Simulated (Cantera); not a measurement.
Input (Python, Cantera):

```python
import numpy as np
import cantera as ct

gas = ct.Solution("gri30.yaml")
gas.TPX = 1375, 101325, {'N2O': 1, 'N2': 1.5}
reactor = ct.IdealGasConstPressureReactor(gas, energy="off", clone=False)
net = ct.ReactorNet([reactor])
net.rtol, net.atol = 1e-08, 1e-18
show = ['N2O', 'NO', 'N2', 'O', 'O2', 'NO2']
times = np.geomspace(4e-06, 6, 13)

steps = ct.SolutionArray(gas, extra=["t"])
rows = []
print(f"{'t/s':>10s}{'T/K':>9s}{'P/Pa':>11s}" + "".join(f"{s:>11s}" for s in show))
for t in times:
    while net.time < t:
        t_next = net.step()
        steps.append(gas.state, t=t_next)
    rows.append([np.interp(t, steps.t, y) for y in (steps.T, steps.P, *steps(*show).X.T)])
    print(f"{t:10.3e}{rows[-1][0]:9.1f}{rows[-1][1]:11.4g}" + "".join(f"{x:11.3e}" for x in rows[-1][2:]))
rate = np.gradient(steps.T, steps.t)
print("integrator steps:", len(steps.t))
if steps.T.max() > steps.T[0] + 200:
    print(f"time of steepest temperature rise: {steps.t[rate.argmax()]:.4e} s")
gas.TPX = 1375, 101325, {'N2O': 1, 'N2': 1.5}
gas.equilibrate("TP")
print(f"equilibrium (TP): T = {gas.T:.1f} K  " + "  ".join(f"{s} {gas[s].X[0]:.3e}" for s in show))
```

Output:

```
       t/s      T/K       P/Pa        N2O         NO         N2          O         O2        NO2
 4.000e-06   1375.0  1.013e+05  4.000e-01  6.303e-07  6.000e-01  6.791e-06  1.392e-06  1.454e-12
 1.308e-05   1375.0  1.013e+05  3.999e-01  4.996e-06  6.000e-01  1.426e-05  1.103e-05  9.077e-11
 4.280e-05   1375.0  1.013e+05  3.998e-01  2.687e-05  6.001e-01  1.811e-05  5.934e-05  2.608e-09
 1.400e-04   1375.0  1.013e+05  3.993e-01  1.029e-04  6.003e-01  1.823e-05  2.274e-04  3.746e-08
 4.579e-04   1375.0  1.013e+05  3.977e-01  3.507e-04  6.012e-01  1.822e-05  7.753e-04  4.065e-07
 1.498e-03   1375.0  1.013e+05  3.925e-01  1.149e-03  6.038e-01  1.816e-05  2.547e-03  3.558e-06
 4.899e-03   1375.0  1.013e+05  3.760e-01  3.650e-03  6.122e-01  1.792e-05  8.137e-03  2.143e-05
 1.602e-02   1375.0  1.013e+05  3.282e-01  1.081e-02  6.365e-01  1.710e-05  2.445e-02  8.069e-05
 5.241e-02   1375.0  1.013e+05  2.179e-01  2.644e-02  6.930e-01  1.456e-05  6.244e-02  2.111e-04
 1.714e-01   1375.0  1.013e+05  7.360e-02  4.332e-02  7.687e-01  8.226e-06  1.140e-01  3.517e-04
 5.608e-01   1375.0  1.013e+05  5.951e-03  4.708e-02  8.063e-01  1.273e-06  1.403e-01  3.654e-04
 1.834e+00   1375.0  1.013e+05  6.613e-06  4.706e-02  8.098e-01  2.420e-07  1.428e-01  3.166e-04
 6.000e+00   1375.0  1.013e+05  6.934e-07  4.703e-02  8.098e-01  2.408e-07  1.429e-01  3.162e-04
integrator steps: 1152
equilibrium (TP): T = 1375.0 K  N2O 3.834e-08  NO 5.778e-04  N2 8.330e-01  O 2.596e-07  O2 1.664e-01  NO2 4.191e-06
```

Cantera simulation using GRI-Mech 3.0 (53 species, 325 reactions); the numbers are that mechanism's predictions, not measurements. GRI-Mech 3.0 was tuned for natural gas; its chemistry of N2O as a main component is partial and can be far from experiment. The mechanism lacks the step 2 NO + O2 → 2 NO2, which can matter for NO2 below about 1400 K. The temperature is held fixed by assumption; the heat of reaction is taken as removed at once.
